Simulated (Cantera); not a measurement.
Cantera with NASA thermochemical tables; ideal gases at 1 bar, condensed phases pure. Values are per mole of reaction as written; species without (g) are pure solids or liquids, kept so even where they would boil at 1 bar. ZrN: taken at fixed stoichiometry.

3 ZrO₂ + 3 N(g) → 2 O₃(g) + 3 ZrN

| T (K) | ΔH° (kJ) | ΔS° (J/K) | ΔG° (kJ) | log10 K | condensed phases |
|---|---|---|---|---|---|
| 2198 | 1032.9 | -60.8 | 1166.6 | -27.72 | ZrO₂(tetragonal), ZrN(s) |
| 2298 | (withheld) | (withheld) | (withheld) | (withheld) | ZrO₂(tetragonal), ZrN(s) |
| 2398 | 1043.5 | -56.2 | 1178.3 | -25.67 | ZrO₂(tetragonal), ZrN(s) |
| 2498 | 1049.8 | -53.6 | 1183.8 | -24.75 | ZrO₂(tetragonal), ZrN(s) |
| 2598 | 1056.8 | -50.9 | 1189.0 | -23.91 | ZrO₂(tetragonal), ZrN(s) |
| 2698 | 1064.4 | -48.0 | 1193.9 | -23.11 | ZrO₂(s), ZrN(s) |
| 2798 | 1072.6 | -45.0 | 1198.6 | -22.38 | ZrO₂(s), ZrN(s) |
| 2898 | (withheld) | (withheld) | (withheld) | (withheld) | ZrO₂(s), ZrN(s) |

Task: Fill in the missing entries.

Result: 
- 2298, ΔH° (kJ): 1037.9
- 2298, ΔS° (J/K): -58.6
- 2298, ΔG° (kJ): 1172.5
- 2298, log10 K: -26.65
- 2898, ΔH° (kJ): 1081.3
- 2898, ΔS° (J/K): -42.0
- 2898, ΔG° (kJ): 1202.9
- 2898, log10 K: -21.68
